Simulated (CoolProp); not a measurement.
Saturation properties of hydrogen chloride.

Computed with CoolProp (reference Helmholtz-energy equation of state, Thol 2018).

```json
[
 {"T (K)": "234.4", "p (kPa)": "800.6", "liquid density (kg/m³)": "1060", "vapour density (kg/m³)": "16.96", "enthalpy of vaporisation (kJ/kg)": "385.0"},
 {"T (K)": "240.2", "p (kPa)": "977.8", "liquid density (kg/m³)": "1043", "vapour density (kg/m³)": "20.59", "enthalpy of vaporisation (kJ/kg)": "375.8"},
 {"T (K)": "246", "p (kPa)": "1183", "liquid density (kg/m³)": "1024", "vapour density (kg/m³)": "24.82", "enthalpy of vaporisation (kJ/kg)": "366.1"},
 {"T (K)": "251.8", "p (kPa)": "1418", "liquid density (kg/m³)": "1005", "vapour density (kg/m³)": "29.74", "enthalpy of vaporisation (kJ/kg)": "355.9"},
 {"T (K)": "257.6", "p (kPa)": "1686", "liquid density (kg/m³)": "985.7", "vapour density (kg/m³)": "35.44", "enthalpy of vaporisation (kJ/kg)": "344.9"},
 {"T (K)": "263.4", "p (kPa)": "1990", "liquid density (kg/m³)": "965.0", "vapour density (kg/m³)": "42.06", "enthalpy of vaporisation (kJ/kg)": "333.2"},
 {"T (K)": "269.2", "p (kPa)": "2332", "liquid density (kg/m³)": "943.3", "vapour density (kg/m³)": "49.76", "enthalpy of vaporisation (kJ/kg)": "320.7"},
 {"T (K)": "275", "p (kPa)": "2717", "liquid density (kg/m³)": "920.3", "vapour density (kg/m³)": "58.73", "enthalpy of vaporisation (kJ/kg)": "307.1"},
 {"T (K)": "280.8", "p (kPa)": "3146", "liquid density (kg/m³)": "895.8", "vapour density (kg/m³)": "69.24", "enthalpy of vaporisation (kJ/kg)": "292.3"},
 {"T (K)": "286.6", "p (kPa)": "3624", "liquid density (kg/m³)": "869.5", "vapour density (kg/m³)": "81.68", "enthalpy of vaporisation (kJ/kg)": "276.1"},
 {"T (K)": "292.4", "p (kPa)": "4155", "liquid density (kg/m³)": "840.8", "vapour density (kg/m³)": "96.55", "enthalpy of vaporisation (kJ/kg)": "258.0"},
 {"T (K)": "298.3", "p (kPa)": "4753", "liquid density (kg/m³)": "808.4", "vapour density (kg/m³)": "115.0", "enthalpy of vaporisation (kJ/kg)": "237.3"},
 {"T (K)": "304.1", "p (kPa)": "5403", "liquid density (kg/m³)": "772.3", "vapour density (kg/m³)": "137.8", "enthalpy of vaporisation (kJ/kg)": "213.7"},
 {"T (K)": "309.9", "p (kPa)": "6122", "liquid density (kg/m³)": "729.4", "vapour density (kg/m³)": "167.5", "enthalpy of vaporisation (kJ/kg)": "185.5"},
 {"T (K)": "315.7", "p (kPa)": "6915", "liquid density (kg/m³)": "674.8", "vapour density (kg/m³)": "209.4", "enthalpy of vaporisation (kJ/kg)": "149.4"}
]
```

It boils at 188.2 K under 1 atm.
